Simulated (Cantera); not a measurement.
# Carbon deposition, reforming and gasification: CH₃OH + H₂O + N₂

Charge: 1 mol CH₃OH, 2.3 mol H₂O, 0.77 mol N₂, held at 1.00 bar.

These are equilibrium values from Cantera (NASA tables, ideal gas, pure condensed phases), not measurements of a reactor. Candidate condensed phases: C, C₆H₆, C₇H₈, C₈H₁₈, H₂O; 136 gas species. Rates play no part.

From 1300 °C to 2200 °C nothing is condensed. The main C-bearing gas is CO throughout.

| T (°C) | x H₂ | x H₂O | x CO | x N₂ | x CO₂ | x H | x OH |
|---|---|---|---|---|---|---|---|
| 1300 | 0.369 | 0.339 | 0.125 | 0.127 | 0.0397 | 2.47e-5 | 8.20e-7 |
| 1375 | 0.367 | 0.342 | 0.128 | 0.127 | 0.0371 | 5.39e-5 | 2.26e-6 |
| 1450 | 0.364 | 0.344 | 0.130 | 0.127 | 0.0349 | 0.000110 | 5.70e-6 |
| 1525 | 0.362 | 0.346 | 0.132 | 0.127 | 0.0330 | 0.000212 | 1.33e-5 |
| 1600 | 0.361 | 0.347 | 0.133 | 0.127 | 0.0313 | 0.000388 | 2.90e-5 |
| 1675 | 0.359 | 0.349 | 0.135 | 0.127 | 0.0298 | 0.000677 | 5.95e-5 |
| 1750 | 0.357 | 0.350 | 0.136 | 0.127 | 0.0286 | 0.00114 | 0.000116 |
| 1825 | 0.356 | 0.351 | 0.137 | 0.127 | 0.0274 | 0.00184 | 0.000215 |
| 1900 | 0.354 | 0.351 | 0.138 | 0.127 | 0.0264 | 0.00287 | 0.000382 |
| 1975 | 0.352 | 0.352 | 0.139 | 0.127 | 0.0255 | 0.00436 | 0.000652 |
| 2050 | 0.350 | 0.352 | 0.139 | 0.126 | 0.0247 | 0.00645 | 0.00108 |
| 2125 | 0.348 | 0.351 | 0.140 | 0.126 | 0.0239 | 0.00929 | 0.00172 |
| 2200 | 0.345 | 0.350 | 0.140 | 0.126 | 0.0232 | 0.0131 | 0.00267 |
x: gas mole fraction; nothing condenses.
